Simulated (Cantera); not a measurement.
Charge: 1 mol MgCO3, 0.17 mol H2O, equilibrated at 0.133 bar.

Cantera equilibrium calculation (NASA polynomials, part measured and part estimated; ideal gas, pure solids and liquids). Candidate condensed phases: C, C6H6, C7H8, C8H18, H2O, Mg, MgCO3, MgO, Mg(OH)2; 116 gas species. The numbers say what is thermodynamically allowed, not how fast it happens. All values below are at 2048 K.

Base state: CO2 0.805, H2O 0.140, CO 0.0335, O2 0.0166, OH 0.00267, H2 0.00122, O 0.000338, H 0.000215 (mole fractions); condensed: MgO(s).

Problem. What changes in the equilibrium state with this change: MgCO3 replaced by CaCO3?

Solution. 
```json
[
 {"species": "CO2", "before": "0.805", "after": "0.805"},
 {"species": "H2O", "before": "0.140", "after": "0.140"},
 {"species": "CO", "before": "0.0335", "after": "0.0335"},
 {"species": "Ca(OH)2", "before": "0", "after": "2.06e-5"},
 {"species": "O2", "before": "0.0166", "after": "0.0166"},
 {"species": "H2", "before": "0.00122", "after": "0.00122"},
 {"species": "OH", "before": "0.00267", "after": "0.00267"},
 {"species": "H", "before": "0.000215", "after": "0.000215"},
 {"species": "O", "before": "0.000338", "after": "0.000338"},
 {"species": "MgO(s), mol", "before": "1.000", "after": "0"},
 {"species": "CaO(s), mol", "before": "0", "after": "1.000"}
]
```
Further candidate phases: Ca, CaCO3, CaO, Ca(OH)2.
